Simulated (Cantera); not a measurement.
A Cantera script and its output.

```python
import numpy as np
import cantera as ct

surf = ct.Interface("ptcombust.yaml", "Pt_surf")
gas = surf.adjacent["gas"]
gas.TPX = 300, 9500, {'CH4': 0.012, 'O2': 0.06, 'N2': 0.79}
jet = ct.ImpingingJet(gas=gas, width=0.031, surface=surf)
jet.inlet.mdot, jet.inlet.T, jet.inlet.X = 0.033, 300, {'CH4': 0.012, 'O2': 0.06, 'N2': 0.79}
jet.set_refine_criteria(ratio=10, slope=0.2, curve=0.3)
show, cover = ['CH4', 'O2', 'H2O', 'OH', 'CO', 'CO2'], ["PT(S)", "H(S)", "O(S)", "OH(S)", "CO(S)", "C(S)"]

rows = []
print(f"{'Ts/K':>7s}" + "".join(f"{s:>11s}" for s in show + cover) + "   (gas at the wall, coverages)")
for i, Ts in enumerate([850, 900, 950, 1000, 1050, 1100, 1150]):
    jet.surface.T = Ts
    if i == 0:
        surf.TP = Ts, 9500
        surf.coverages = "PT(S):0.5, O(S):0.5"
        surf.advance_coverages(1.0)
        jet.set_initial_guess(products="inlet")
    jet.solve(loglevel=0, auto=(i == 0))
    rows.append([*(jet.X[gas.species_index(s), -1] for s in show), *surf[cover].coverages])
    print(f"{Ts:7g}" + "".join(f"{x:11.3e}" for x in rows[-1]))
```

Output:

```
   Ts/K        CH4         O2        H2O         OH         CO        CO2      PT(S)       H(S)       O(S)      OH(S)      CO(S)       C(S)   (gas at the wall, coverages)
    850  1.028e-02  6.187e-02  6.815e-03  5.108e-09  2.974e-06  4.452e-03  1.625e-01  2.149e-08  8.367e-01  7.829e-04  7.026e-06  1.794e-08
    900  7.881e-03  5.681e-02  1.125e-02  1.997e-08  3.262e-06  7.370e-03  2.308e-01  6.724e-08  7.683e-01  9.164e-04  5.602e-06  1.993e-08
    950  5.822e-03  5.245e-02  1.505e-02  6.216e-08  3.348e-06  9.873e-03  3.037e-01  1.645e-07  6.954e-01  9.436e-04  3.998e-06  1.913e-08
   1000  4.326e-03  4.930e-02  1.778e-02  1.663e-07  3.386e-06  1.168e-02  3.774e-01  3.399e-07  6.217e-01  8.995e-04  2.747e-06  1.717e-08
   1050  3.305e-03  4.716e-02  1.963e-02  3.962e-07  3.470e-06  1.291e-02  4.495e-01  6.245e-07  5.497e-01  8.204e-04  1.899e-06  1.511e-08
   1100  2.609e-03  4.570e-02  2.086e-02  8.557e-07  3.642e-06  1.373e-02  5.189e-01  1.059e-06  4.804e-01  7.291e-04  1.349e-06  1.337e-08
   1150  2.131e-03  4.473e-02  2.169e-02  1.705e-06  3.933e-06  1.428e-02  5.839e-01  1.686e-06  4.154e-01  6.373e-04  9.928e-07  1.203e-08
```

Model: Deutschmann's 1995 Pt surface mechanism with GRI-Mech 3.0 gas chemistry, integrated in Cantera. Catalytic surfaces can have several steady states; this one follows from the mechanism file's or the stated starting coverage.
